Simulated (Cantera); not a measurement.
An adiabatic, constant-volume homogeneous reactor starts with CH4 : O2 : N2 = 1 : 3.03 : 11.4 (molar parts), at 1473 K and 1050 Torr.

Cantera simulation using GRI-Mech 3.0 (53 species, 325 reactions); the numbers are that mechanism's predictions, not measurements.

Predict: time of steepest temperature rise; temperature at 0.100 s; equilibrium temperature; x(O2) at 0.100 s; x(H2O2) at 0.100 s.


| Item | Value |
|---|---|
| time of steepest temperature rise | 0.975 ms |
| temperature at 0.100 s | 2743 K |
| equilibrium temperature | 2743 K |
| x(O2) at 0.100 s | 0.0597 (gas-phase equilibrium 0.0597) |
| x(H2O2) at 0.100 s | 5.06e-7 (gas-phase equilibrium 5.06e-7) |
